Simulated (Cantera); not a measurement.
A Cantera script and what it prints.

```python
import numpy as np
import cantera as ct

gas_names = """
    C CH CH2 CH3 CH2OH CH3O CH4 CH3OH CO CO2 COOH C2 C2H CHCO,ketyl C2H2,acetylene C2H2,vinylidene
    CH2CO,ketene C2H3,vinyl CH3CO,acetyl C2H4 C2H4O,ethylen CH3CHO,ethanal CH3COOH (HCOOH)2 C2H5 C2H6
    CH3OCH3 C2H5OH C2O C3 C3H3,propargyl C3H4,allene C3H4,propyne C3H4,cyclo- C3H5,allyl C3H6,propylene
    C3H6,cyclo- C3H6O C3H7,n-propyl C3H7,i-propyl C3H8 C3H8O,1propanol C3H8O,2propanol C3O2 C4 C4H2
    C4H4,1,3-cyclo- C4H6,butadiene C4H6,2-butyne C4H6,cyclo- C4H8,1-butene C4H8,cis2-buten
    C4H8,tr2-butene C4H8,isobutene C4H8,cyclo- (CH3COOH)2 C4H9,n-butyl C4H9,i-butyl C4H9,s-butyl
    C4H9,t-butyl C4H10,isobutane C4H10,n-butane C5 C5H6,1,3cyclo- C5H8,cyclo- C5H10,1-pentene
    C5H10,cyclo- C5H11,pentyl C5H11,t-pentyl C5H12,n-pentane C5H12,i-pentane CH3C(CH3)2CH3 C6H2
    C6H5,phenyl C6H5O,phenoxy C6H6 C6H5OH,phenol C6H10,cyclo- C6H12,1-hexene C6H12,cyclo- C6H13,n-hexyl
    C7H7,benzyl C7H8 C7H8O,cresol C7H14,1-heptene C7H15,n-heptyl C7H16,n-heptane C8H8,styrene
    C8H10,ethylbenz C8H16,1-octene C8H17,n-octyl C8H18,isooctane C8H18,n-octane C9H19,n-nonyl
    C10H8,naphthale C10H21,n-decyl C12H9,o-bipheny C12H10,bipheny H HCO HO2 H2 HCHO,formaldehy HCOOH H2O
    H2O2 O OH O2 O3 Ta TaO TaO2
""".split()
cond_names = """
    C(gr) C6H6(L) C7H8(L) C8H18(L),n-octa H2O(s) H2O(L) Ta(cr) Ta(L) TaC(s) TaC(L) Ta2O5(s) Ta2O5(L)
""".split()


def load(file, names, dense=False):
    # The tables refer to 1 bar. Condensed volumes are neglected.
    table = {s.name: s for s in ct.Species.list_from_file(file)}
    out = []
    for n in names:
        d = dict(table[n].input_data)
        d["thermo"] = dict(d["thermo"], **{"reference-pressure": 1e5})
        if dense:
            d["equation-of-state"] = {"model": "constant-volume", "density": "1e6 g/cm^3"}
        out.append(ct.Species.from_dict(d))
    return out


gas = ct.Solution(thermo="ideal-gas", species=load("nasa_gas.yaml", gas_names))
cond = {s.name: ct.Solution(thermo="fixed-stoichiometry", species=[s], name=s.name)
        for s in load("nasa_condensed.yaml", cond_names, dense=True)}
atoms = {
    'Ta(OEt)5': {'Ta': 1, 'C': 10, 'H': 25, 'O': 5},
    'CO2': {'C': 1, 'O': 2},
    'H2': {'H': 2},
}
top_T = {'C(gr)': 4500}  # K; cautious upper limits of use, not melting points


def equilibrate(T, P, feed):
    n = {}
    for name, mol in feed.items():
        for a, k in atoms[name].items():
            n[a] = n.get(a, 0.0) + k * mol
    gas.TPX = T, P, n
    mass = sum(n.values()) * gas.mean_molecular_weight
    gas.equilibrate("TP")
    valid = [c for c in cond.values() if c.min_temp <= T <= top_T.get(c.name, c.max_temp)]
    mix = ct.Mixture([(gas, mass / gas.mean_molecular_weight)] + [(c, 0.0) for c in valid])
    mix.T, mix.P = T, P
    mix.equilibrate("TP", solver="gibbs", rtol=1e-10, max_steps=50000)
    return mix


results = []
T = 850  # K
P = 13332.2  # Pa
for m in [4.7, 9.3, 18, 37, 73, 150, 290]:
    feed = {'Ta(OEt)5': 1, 'CO2': 8.2, 'H2': m}  # mol
    mix = equilibrate(T, P, feed)
    results.append((T, P, feed, dict(zip(mix.species_names, mix.species_moles))))

top = {s: max(r[3][s] / sum(r[3][g] for g in gas_names) for r in results) for s in gas_names}
cols = sorted((s for s in top if top[s] > 0.001), key=lambda s: -top[s])[:8]
seen = [c for c in cond_names if any(r[3].get(c, 0) > 1e-12 for r in results)]
print("log10 of partial pressures in bar; condensed amounts in mol")
print(f"{'n(H2)':>10s}" + "".join(f"{s[:9]:>10s}" for s in cols + seen))
for T, P, feed, n in results:
    ng = sum(n[g] for g in gas_names)
    print(f"{feed['H2']:10.4g}" + "".join(f"{np.log10(max(n[s] / ng * P / 1e5, 1e-99)):10.3f}" for s in cols)
          + "".join(f"{n.get(c, 0):10.4g}" for c in seen))
```

Result:

```
log10 of partial pressures in bar; condensed amounts in mol
     n(H2)        H2        CO       CO2       H2O       CH4     C(gr)  Ta2O5(s)
       4.7    -1.202    -1.496    -1.658    -1.849    -2.610     6.368       0.5
       9.3    -1.156    -1.543    -1.753    -1.850    -2.517     6.257       0.5
        18    -1.100    -1.619    -1.905    -1.871    -2.406     5.961       0.5
        37    -1.038    -1.746    -2.159    -1.936    -2.282     5.094       0.5
        73    -0.989    -1.913    -2.492    -2.054    -2.185     3.094       0.5
       150    -0.950    -2.166    -2.937    -2.206    -2.167         0       0.5
       290    -0.919    -2.528    -3.448    -2.324    -2.320         0       0.5
```

Equilibrium computed with Cantera from the NASA thermochemical tables; the gas is ideal and each condensed phase is pure. The feed counts by its element totals alone.
